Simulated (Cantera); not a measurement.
Diamond growth

A diamond (100) surface in a fixed gas of H2 with x(CH4) = 0.012, x(CH3) = 0.00096, at 975 K, 58.5 Torr; coverages are run to steady state.

Model: the Harris–Goodwin 1993 mechanism for the reconstructed diamond (100) surface, integrated in Cantera.

```
x(H)     growth (µm/h)  θ c6HH   θ c6H*  θ c6*H    θ c6**   θ c6HM
-------  -------------  ------  -------  ------  --------  -------
0.0001            3.42   0.162  0.00343  0.0754  0.000432    0.569
0.00022           6.70   0.211  0.00490   0.108   0.00105    0.506
0.00049           12.0   0.291  0.00713   0.157   0.00223    0.407
0.0011            18.9   0.389  0.00986   0.217   0.00392    0.284
0.0024            25.3   0.479   0.0123   0.271   0.00554    0.174
0.0054            30.1   0.545   0.0142   0.311   0.00679   0.0919
0.012             32.8   0.583   0.0154   0.334   0.00752   0.0451
0.027             34.3   0.603   0.0161   0.345   0.00793   0.0209
0.06              35.1   0.612   0.0169   0.350   0.00817  0.00963
```
θ: site fractions in the mechanism's names (c6HH fully hydrogenated, c6H* and c6*H radical sites, c6** diradical, c6HM methylated).
